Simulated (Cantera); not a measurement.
A perfectly stirred reactor is fed with 2.06 % CH₄, 97.9 % H₂, at 7.50 Torr; it is held at 2050 K, and followed from long to short residence time.

Cantera simulation using GRI-Mech 3.0 (53 species, 325 reactions); the numbers are that mechanism's predictions, not measurements. GRI-Mech 3.0 stops at C3 and has no aromatics, soot or wall deposition, so with more carbon than oxygen in the feed, carbon stays in small species such as C2H2 where larger ones or solid carbon would form. Radical loss at walls, strong at low pressure, is not modelled.

x: mole fraction; the columns are a selection and need not sum to one.

| τ (s) | x CH₄ | x H₂ | x C₂H₆ | x C₂H₄ | x CH₂ |
|---|---|---|---|---|---|
| 11 | 0.000232 | 0.971 | 6.90e-10 | 6.26e-7 | 2.36e-6 |
| 5.2 | ___ | 0.972 | ___ | ___ | ___ |
| 2.5 | 0.000670 | 0.974 | 4.78e-9 | 1.10e-6 | 4.31e-6 |
| 1.2 | 0.00116 | 0.976 | 1.28e-8 | 1.83e-6 | 5.59e-6 |
| 0.55 | 0.00208 | 0.977 | 3.53e-8 | 3.58e-6 | 7.15e-6 |
| 0.26 | ___ | 0.978 | ___ | ___ | ___ |
| 0.12 | 0.00588 | 0.978 | 2.06e-7 | 1.48e-5 | 1.01e-5 |
| 0.057 | 0.00906 | 0.978 | 4.05e-7 | 2.68e-5 | 1.07e-5 |
| 0.027 | 0.0129 | 0.977 | 6.42e-7 | 4.05e-5 | 9.82e-6 |
| 0.013 | 0.0166 | 0.977 | 7.06e-7 | 4.43e-5 | 6.86e-6 |
| 0.0060 | 0.0191 | 0.977 | 4.21e-7 | 2.78e-5 | 2.83e-6 |

Question: Complete the blanks.

Answer: 
- 5.2, x CH₄: 0.000390
- 5.2, x C₂H₆: 1.80e-9
- 5.2, x C₂H₄: 7.78e-7
- 5.2, x CH₂: 3.24e-6
- 0.26, x CH₄: 0.00353
- 0.26, x C₂H₆: 8.81e-8
- 0.26, x C₂H₄: 7.27e-6
- 0.26, x CH₂: 8.71e-6
